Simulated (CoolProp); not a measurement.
Saturation properties of R141b (Tc = 204.4 °C, pc = 42.12 bar, ω = 0.220).

Computed with CoolProp (reference Helmholtz-energy equation of state, Lemmon 2006). It is a short technical equation, of lower accuracy than the large ones.

| T (°C) | p (bar) | vapour density (kg/m³) | liquid cp (kJ/(kg K)) |
|---|---|---|---|
| -14.75 | 0.1370 | 0.7533 | 1.112 |
| 0.35 | 0.2855 | 1.493 | [?] |
| 15.45 | 0.5437 | 2.720 | 1.142 |
| 30.55 | 0.9611 | [?] | 1.162 |
| 45.65 | 1.596 | 7.436 | 1.184 |
| 60.75 | 2.516 | 11.42 | 1.211 |
| 75.85 | 3.792 | 16.88 | 1.240 |
| 90.95 | [?] | 24.20 | 1.275 |
| 106.15 | 7.751 | 33.94 | 1.316 |
| 121.25 | 10.59 | 46.63 | 1.365 |
| 136.35 | 14.13 | [?] | 1.429 |

Problem. Some entries are withheld; supply them.

Solution. 
- 0.35, liquid cp (kJ/(kg K)): 1.125
- 30.55, vapour density (kg/m³): 4.625
- 90.95, p (bar): 5.504
- 136.35, vapour density (kg/m³): 63.26

It boils at 32.0 °C under 1 atm.
